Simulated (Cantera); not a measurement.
Stirred combustor or abatement burner

A perfectly stirred reactor is fed with 15.3 % H₂, 17.8 % O₂, 66.9 % N₂, equivalence ratio 0.43, at 0.250 bar; it is adiabatic with a 450 K inlet, and is followed from long to short residence time, starting on the burning branch (τ in s: 0.3, 0.13, 0.059, 0.026, 0.012, 0.0052, 0.0023, 0.001, 0.00046, 0.00021, 9.1e-05).

Detailed kinetics in Cantera: GRI-Mech 3.0 (53 species, 325 reactions).

```tsv
τ (s)	T (K)	x H₂	x O₂	x NO	x H	x HO₂
0.30	1612	0.000292	0.109	6.37e-6	6.74e-5	1.79e-6
0.13	1606	0.000508	0.109	5.30e-6	0.000156	2.84e-6
0.059	1596	0.000849	0.108	4.71e-6	0.000342	4.26e-6
0.026	1580	0.00142	0.108	4.72e-6	0.000757	6.24e-6
0.012	1557	0.00228	0.108	5.33e-6	0.00156	8.55e-6
0.0052	1517	0.00366	0.108	6.38e-6	0.00326	1.14e-5
0.0023	1458	0.00564	0.108	7.12e-6	0.00628	1.46e-5
0.0010	1375	0.00874	0.109	6.60e-6	0.0112	1.83e-5
0.00046	1272	0.0145	0.112	4.52e-6	0.0172	2.32e-5
0.00021	1103	0.0382	0.126	1.20e-6	0.0198	3.36e-5
9.1e-5	450	0.153	0.178	<1e-12	<1e-12	<1e-12
```
x: mole fraction; the columns are a selection and need not sum to one.
